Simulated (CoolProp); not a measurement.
Properties of water along the isobar 732 kPa.

Values from CoolProp's reference Helmholtz-energy equation of state, Wagner 2002.

| T (K) | phase | cp (kJ/(kg K)) | Joule-Thomson coefficient (K/MPa) | isothermal compressibility (1/MPa) | Prandtl number |
|---|---|---|---|---|---|
| 470 | gas | 2.276 | 24.86 | 1.430 | 1.03 |
| 479.6 | gas | 2.236 | 22.99 | 1.424 | 1.01 |
| 489.2 | gas | 2.205 | 21.32 | 1.418 | 0.999 |
| 498.9 | gas | 2.180 | 19.83 | 1.413 | 0.990 |
| 508.5 | gas | 2.160 | 18.50 | 1.409 | 0.982 |
| 518.1 | gas | 2.144 | 17.30 | 1.406 | 0.976 |
| 527.7 | gas | 2.131 | 16.22 | 1.403 | 0.970 |
| 537.4 | gas | 2.121 | 15.23 | 1.400 | 0.965 |
| 547 | gas | 2.114 | 14.34 | 1.397 | 0.961 |
| 556.6 | gas | 2.108 | 13.53 | 1.395 | 0.958 |
| 566.3 | gas | 2.103 | 12.77 | 1.393 | 0.955 |
| 575.9 | gas | 2.100 | 12.09 | 1.391 | 0.952 |
| 585.5 | gas | 2.098 | 11.46 | 1.389 | 0.949 |
| 595.1 | gas | 2.097 | 10.88 | 1.388 | 0.947 |
| 604.8 | gas | 2.097 | 10.34 | 1.387 | 0.945 |
| 614.4 | gas | 2.097 | 9.845 | 1.385 | 0.943 |

Viscosity comes from a separate model (Huber 2009). Thermal conductivity comes from a separate model (Huber 2012).
